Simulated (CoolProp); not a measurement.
Oxygen along the isotherm 125.9 K: Z from the reference equation and from simpler models built on Tc = 154.6 K, pc = 5046 kPa, ω = 0.022; each cubic takes its own stable root.

Model: reference Helmholtz-energy equation of state, Schmidt 1985, in CoolProp.

| p (kPa) | phase | reference |
|---|---|---|
| 39.9 | gas | 0.9952 |
| 60.2 | gas | 0.9927 |
| 90.8 | gas | 0.9890 |
| 137 | gas | 0.9834 |
| 207 | gas | 0.9746 |
| 312 | gas | 0.9613 |
| 470 | gas | 0.9406 |
| 709 | gas | 0.9077 |
| 1070 | gas | 0.8528 |
| 1610 | liquid | 0.05266 |
| 2440 | liquid | 0.07932 |
| 3670 | liquid | 0.1183 |
| 5540 | liquid | 0.1765 |
| 8360 | liquid | 0.2624 |
| 12600 | liquid | 0.3878 |

Task: How far does each simpler model (Redlich-Kwong, Peng-Robinson) lie from the reference over these 15 states: mean and median of the absolute difference, and the worst?

Result: 
- Redlich-Kwong: mean 1.1 %, median 0.0 %, worst +4.2 % at 125.9 K and 1610 kPa
- Peng-Robinson: mean 3.6 %, median 0.6 %, worst -10.0 % at 125.9 K and 12600 kPa
